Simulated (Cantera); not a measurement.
**Premixed flame**

A freely propagating, adiabatic, planar premixed flame of 26.5 % H₂, 15.4 % O₂, 58.1 % N₂, unburnt at 575 K and 0.133 bar; mixture-averaged transport, grid criteria slope 0.08 and curve 0.16, no radiation.

Detailed kinetics in Cantera: the H2/O2 subset of GRI-Mech 3.0, which has no nitrogen chemistry. Burning velocities carry a grid error of a few per cent, more on coarse grids.

```csv
z (mm),T (K),u (m/s),x H₂,x O₂,x O,x H₂O₂,x H₂O,x OH
-19.2,575,5.06,0.265,0.154,<1e-8,<1e-8,<1e-8,<1e-8
-12.8,575,5.06,0.265,0.154,<1e-8,<1e-8,<1e-8,<1e-8
-9.60,575,5.06,0.265,0.154,<1e-8,<1e-8,<1e-8,<1e-8
-6.40,575,5.06,0.265,0.154,<1e-8,<1e-8,1.44e-8,<1e-8
-3.20,581,5.11,0.264,0.154,5.87e-6,6.55e-7,0.000392,2.31e-5
-1.60,699,6.07,0.243,0.151,0.000201,1.19e-6,0.0107,0.000323
0,1085,9.14,0.120,0.108,0.00729,7.76e-7,0.103,0.00299
1.60,1361,11.3,0.0393,0.0543,0.0163,9.35e-7,0.194,0.00800
3.20,1484,12.3,0.0351,0.0476,0.0170,7.04e-7,0.206,0.0105
6.40,1624,13.3,0.0355,0.0442,0.0160,4.15e-7,0.214,0.0132
12.8,1778,14.4,0.0345,0.0406,0.0140,2.15e-7,0.224,0.0159
25.6,1935,15.5,0.0314,0.0370,0.0113,1.15e-7,0.237,0.0178
51.2,2083,16.5,0.0264,0.0336,0.00829,7.09e-8,0.250,0.0183
```
x: mole fraction of selected species; z is measured from the peak of heat release.

The laminar burning velocity is 506 cm/s and the thermal thickness is 6.40 mm. The peak x(O) is 0.0171 and the peak x(H₂O₂) is 1.40e-6. The peak x(OH) is 0.0183 and the grid points is 134.
